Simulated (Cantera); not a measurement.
An adiabatic, constant-volume homogeneous reactor starts with CH₄ : O₂ : N₂ = 1 : 3.33 : 12.5 (molar parts), equivalence ratio 0.60, at 998 K and 8.30 bar.

Computed with Cantera and GRI-Mech 3.0 (53 species, 325 reactions). Below about 1000 K GRI-Mech 3.0 lacks low-temperature oxidation paths.

Task: Predict: time of steepest temperature rise; temperature at 0.100 s; equilibrium temperature; x(O₂) at 0.100 s; x(H₂) at 0.100 s; x(H₂O₂) at 0.100 s; x(NO) at 0.100 s.

Result: 
- time of steepest temperature rise: 88.4 ms
- temperature at 0.100 s: 2486 K
- equilibrium temperature: 2486 K
- x(O₂) at 0.100 s: 0.0718 (gas-phase equilibrium 0.0718)
- x(H₂) at 0.100 s: 0.000529 (gas-phase equilibrium 0.000528)
- x(H₂O₂) at 0.100 s: 9.62e-7 (gas-phase equilibrium 9.61e-7)
- x(NO) at 0.100 s: 0.0126 (gas-phase equilibrium 0.0127)
